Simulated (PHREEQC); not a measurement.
0.042 g of hydrous ferric oxide (600 m²/g; 0.2 weak and 0.005 strong sites per Fe, Dzombak-Morel constants, diffuse double layer) in 1 kg of water with 0.1 mol/kgw of an inert sodium salt and 0.00018 mmol/kgw PbCl2, at 25 °C; the pH is set by adding NaOH or the inert anion's acid. Oxygen alone is held at its pressure in air (log pO2 = -0.68). No CO2 enters from the air. Precipitation was switched off in this run.

The numbers come from PHREEQC with the ion-association model, wateq4f.dat.

Q: Predict surface charge σ (C/m²), surface potential ψ (mV) at pH = 8.67, 10.

A: 
| pH | surface charge σ (C/m²) | surface potential ψ (mV) |
|---|---|---|
| 8.67 | -0.020 | -27 |
| 10 | -0.093 | -85 |

Species that the database lacks are ignored.
